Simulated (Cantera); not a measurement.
# Dilute partial oxidation

An isothermal, constant-pressure homogeneous reactor starts with CH3OH : O2 : N2 = 0.0034 : 0.005 : 1 (molar parts), equivalence ratio 1.0, at 1573 K and 2850 Torr.

Computed with Cantera and GRI-Mech 3.0 (53 species, 325 reactions). GRI-Mech 3.0 was tuned for natural gas; its chemistry of methanol as a main component is partial and can be far from experiment.

| t (s) | x CH3OH | x O2 | x H2O2 | x OH | x HCO | x C2H | x NO2 |
|---|---|---|---|---|---|---|---|
| 0.000300 | <1e-12 | 0.00122 | 7.81e-8 | 0.000268 | 6.99e-9 | <1e-12 | 9.39e-10 |
| 0.000739 | <1e-12 | 0.000659 | 3.86e-8 | 0.000161 | 1.58e-9 | <1e-12 | 1.30e-9 |
| 0.00182 | <1e-12 | 0.000340 | 1.60e-8 | 9.24e-5 | 3.30e-10 | <1e-12 | 1.34e-9 |
| 0.00448 | <1e-12 | 0.000171 | 6.10e-9 | 5.29e-5 | 7.50e-11 | <1e-12 | 1.26e-9 |
| 0.0110 | <1e-12 | 8.15e-5 | 2.21e-9 | 3.04e-5 | 1.99e-11 | <1e-12 | 1.07e-9 |
| 0.0272 | <1e-12 | 3.50e-5 | 7.43e-10 | 1.72e-5 | 6.25e-12 | <1e-12 | 7.88e-10 |
| 0.0669 | <1e-12 | 1.21e-5 | 2.10e-10 | 9.02e-6 | 2.25e-12 | <1e-12 | 4.66e-10 |
| 0.165 | <1e-12 | 2.86e-6 | 4.10e-11 | 3.96e-6 | <1e-12 | <1e-12 | 2.00e-10 |
| 0.406 | <1e-12 | 4.55e-7 | 5.32e-12 | 1.42e-6 | <1e-12 | <1e-12 | 6.29e-11 |
| 1.00 | <1e-12 | 7.48e-8 | 1.09e-12 | 6.45e-7 | <1e-12 | <1e-12 | 2.49e-11 |
x: mole fraction; the columns are a selection and need not sum to one.

Equilibrium at this temperature and pressure: CH3OH <1e-12, O2 3.99e-8, H2O2 <1e-12, OH 5.55e-7, HCO <1e-12, C2H <1e-12, NO2 3.10e-12 (gas phase only).
